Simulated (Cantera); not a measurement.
**CH₃SiCl₃ + CH₄ + H₂ (silicon carbide growth)**

A closed system holds: 1 mol CH₃SiCl₃, 0.061 mol CH₄, 18 mol H₂, at 75.0 Torr.

Method: chemical equilibrium by Gibbs-energy minimisation in Cantera with the NASA 1993 tables (ideal gas, pure condensed phases). Candidate condensed phases: C, C₆H₆, C₇H₈, C₈H₁₈, Si, SiC; 109 gas species. The feed counts by its element totals alone. The tables' values for SiCl, SiCl₃ are old estimates; treat these amounts as uncertain. Gases not in the tables: Si₂H₆ and higher silanes. Kinetics and transport are ignored.

From 1700 K to 2400 K the condensed part is C(graphite) + SiC(s). The main Si-bearing gas is SiCl₂ throughout. The share of Si in condensed phases is highest at 1700 K (97.3 %) and lowest at 2400 K (72.3 %).

| T (K) | x H₂ | x HCl | x H | x C₂H₂ (acetylene) | x SiCl₂ | x Cl | n C(graphite) | n SiC(s) |
|---|---|---|---|---|---|---|---|---|
| 1700 | 0.859 | 0.139 | 0.000432 | 6.30e-5 | 0.00120 | 5.45e-5 | 0.0832 | 0.973 |
| 1800 | 0.859 | 0.138 | 0.00105 | 0.000151 | 0.00166 | 0.000129 | 0.0895 | 0.964 |
| 1900 | 0.858 | 0.137 | 0.00232 | 0.000327 | 0.00220 | 0.000280 | 0.0939 | 0.952 |
| 2000 | 0.856 | 0.135 | 0.00476 | 0.000657 | 0.00281 | 0.000560 | 0.0940 | 0.938 |
| 2100 | 0.852 | 0.133 | 0.00909 | 0.00123 | 0.00347 | 0.00105 | 0.0870 | 0.921 |
| 2200 | 0.844 | 0.130 | 0.0164 | 0.00216 | 0.00416 | 0.00184 | 0.0714 | 0.894 |
| 2300 | 0.832 | 0.126 | 0.0279 | 0.00360 | 0.00483 | 0.00305 | 0.0512 | 0.843 |
| 2400 | 0.811 | 0.121 | 0.0453 | 0.00565 | 0.00541 | 0.00482 | 0.0445 | 0.723 |
x: gas mole fraction; n: condensed amount in mol.
